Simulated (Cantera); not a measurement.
## Dilute partial oxidation

A perfectly stirred reactor is fed with 2.05 % CH3OH, 0.545 % O2, 97.4 % N2, at 6.50 bar; it is held at 900 K, and followed from long to short residence time.

Cantera simulation using GRI-Mech 3.0 (53 species, 325 reactions); the numbers are that mechanism's predictions, not measurements. GRI-Mech 3.0 was tuned for natural gas; its chemistry of methanol as a main component is partial and can be far from experiment.

```json
[
 {"τ (s)": "1.2", "x CH3OH": "0.00143", "x O2": "1.39e-5", "x C2H4": "1.07e-9", "x HO2": "3.62e-6", "x C2H": "<1e-12"},
 {"τ (s)": "0.44", "x CH3OH": "0.00276", "x O2": "1.88e-5", "x C2H4": "1.27e-9", "x HO2": "7.17e-6", "x C2H": "<1e-12"},
 {"τ (s)": "0.17", "x CH3OH": "0.00530", "x O2": "3.41e-5", "x C2H4": "6.05e-10", "x HO2": "1.35e-5", "x C2H": "<1e-12"},
 {"τ (s)": "0.065", "x CH3OH": "0.0121", "x O2": "0.000773", "x C2H4": "<1e-12", "x HO2": "2.39e-5", "x C2H": "<1e-12"},
 {"τ (s)": "0.025", "x CH3OH": "0.0205", "x O2": "0.00545", "x C2H4": "<1e-12", "x HO2": "7.65e-10", "x C2H": "<1e-12"},
 {"τ (s)": "0.0094", "x CH3OH": "0.0205", "x O2": "0.00545", "x C2H4": "<1e-12", "x HO2": "2.87e-10", "x C2H": "<1e-12"},
 {"τ (s)": "0.0036", "x CH3OH": "0.0205", "x O2": "0.00545", "x C2H4": "<1e-12", "x HO2": "1.09e-10", "x C2H": "<1e-12"},
 {"τ (s)": "0.0014", "x CH3OH": "0.0205", "x O2": "0.00545", "x C2H4": "<1e-12", "x HO2": "4.20e-11", "x C2H": "<1e-12"}
]
```
x: mole fraction; the columns are a selection and need not sum to one.
